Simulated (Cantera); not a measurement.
Charge: 1 mol FeS2, 2400 mol H2, at 0.133 bar.

Cantera equilibrium calculation (NASA polynomials, part measured and part estimated; ideal gas, pure solids and liquids). Candidate condensed phases: Fe, FeS, FeS2, S; 8 gas species. FeS: taken at fixed stoichiometry. The numbers say what is thermodynamically allowed, not how fast it happens.

log p: log10 of the partial pressure in bar; n: condensed amount in mol.

```tsv
T (K)	log p H2	log p H	log p H2S	log p Fe	log p SH	log p S	log p S2	n FeS(s)	n Fe(α)	n Fe(γ)	n Fe(δ)
773	-0.88	-12.48	-4.26	<-12	-11.55	<-12	<-12	1.00	0	0	0
873	-0.88	-10.77	-4.26	<-12	-10.29	<-12	-12.39	1.00	0	0	0
973	-0.88	-9.40	-3.95	<-12	-8.97	<-12	-10.68	0	1.00	0	0
1073	-0.88	-8.29	-3.95	-12.38	-8.15	[?]	-9.78	0	1.00	0	0
1173	-0.88	-7.37	-3.95	-10.71	-7.47	[?]	-9.04	0	1.00	0	0
1273	-0.88	-6.58	-3.95	-9.30	-6.89	[?]	-8.40	0	0	1.000	0
1373	-0.88	-5.92	-3.96	-8.11	-6.40	[?]	-7.87	0	0	1.000	0
1473	-0.88	-5.34	-3.96	-7.08	-5.98	[?]	-7.40	0	0	0.998	0
1573	-0.88	-4.83	-3.96	-6.18	-5.61	[?]	-7.01	0	0	0.988	0
1673	-0.88	-4.38	-3.98	-5.40	-5.30	[?]	-6.67	0	0	0	0.928
1773	-0.88	-3.98	-4.00	-4.70	-5.03	[?]	-6.39	0	0	0	0.644
1873	-0.88	-3.63	-4.03	-4.26	-4.80	[?]	-6.18	0	0	0	0
```

**Question.** What belongs in the gaps?

**Answer.** 
- 1073, log p S: -12.28
- 1173, log p S: -11.01
- 1273, log p S: -9.94
- 1373, log p S: -9.02
- 1473, log p S: -8.23
- 1573, log p S: -7.54
- 1673, log p S: -6.94
- 1773, log p S: -6.42
- 1873, log p S: -5.97
